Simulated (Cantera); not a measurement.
# Thermodynamics of chlorosilane synthesis and conversion, feed Si + Cl2 + H2

Charge: 1 mol Si, a varied amount of Cl2, 2.4 mol H2, held at 602 °C and 1.00 bar.

Equilibrium computed with Cantera from the NASA thermochemical tables; the gas is ideal and each condensed phase is pure. Candidate condensed phases: Si; 19 gas species. The tables' values for SiCl3 are old estimates; treat these amounts as uncertain. Equilibrium is a limit: real reactors are often held back by kinetics, nucleation or transport.

From 0.5 mol Cl2 to 1.8 mol Cl2 the condensed part is Si(s). At 2.1 mol Cl2 nothing is condensed. The main Si-bearing gas is SiCl4 throughout. The share of Si in condensed phases is highest at 0.5 mol Cl2 (72.2 %) and lowest at 2.1 mol Cl2 (0.0 %).

```tsv
n(Cl2) (mol)	x H2	x SiCl4	x SiHCl3	x HCl	x SiH2Cl2	x SiCl3	n Si(s)
0.5	0.891	0.0628	0.0406	0.00302	0.00240	0.000119	0.722
0.76	0.844	0.0956	0.0542	0.00326	0.00281	0.000163	0.581
1	0.804	0.124	0.0644	0.00340	0.00305	0.000198	0.452
1.3	0.760	0.158	0.0750	0.00351	0.00325	0.000238	0.291
1.6	0.719	0.190	0.0837	0.00357	0.00337	0.000272	0.132
1.8	0.694	0.210	0.0886	0.00360	0.00342	0.000294	0.0256
2.1	0.651	0.279	0.00627	0.0635	1.29e-5	2.15e-5	0
```
x: gas mole fraction; n: condensed amount in mol.
